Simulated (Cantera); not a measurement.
A perfectly stirred reactor is fed with 9.17 % CH4, 19.1 % O2, 71.8 % N2, at 1650 Torr; it is adiabatic with a 350 K inlet, and is followed from long to short residence time, starting on the burning branch (τ in s: 0.46, 0.19, 0.075, 0.031, 0.012, 0.005, 0.002, 0.00083, 0.00034, 0.00014, 5.5e-05, 2.2e-05).

Cantera simulation using GRI-Mech 3.0 (53 species, 325 reactions); the numbers are that mechanism's predictions, not measurements.

Q: Predict: blow-out, bracketed by the residence times tried; x(CH4) at τ = 0.460 s; x(O2) at τ = 0.460 s; x(NO2) at τ = 0.460 s; x(NO) at τ = 0.460 s; x(CO2) at τ = 0.460 s; x(CH4) at τ = 2.00 ms; x(O2) at τ = 2.00 ms; x(NO2) at τ = 2.00 ms; x(NO) at τ = 2.00 ms; x(CO2) at τ = 2.00 ms.

A: 
| Property | Value |
|---|---|
| blow-out, bracketed by the residence times tried | burning at 55.0 µs, out at 22.0 µs |
| x(CH4) at τ = 0.460 s | 5.33e-7 |
| x(O2) at τ = 0.460 s | 0.00895 |
| x(NO2) at τ = 0.460 s | 7.73e-7 |
| x(NO) at τ = 0.460 s | 0.00210 |
| x(CO2) at τ = 0.460 s | 0.0862 |
| x(CH4) at τ = 2.00 ms | 4.89e-5 |
| x(O2) at τ = 2.00 ms | 0.0150 |
| x(NO2) at τ = 2.00 ms | 9.43e-8 |
| x(NO) at τ = 2.00 ms | 0.000251 |
| x(CO2) at τ = 2.00 ms | 0.0774 |
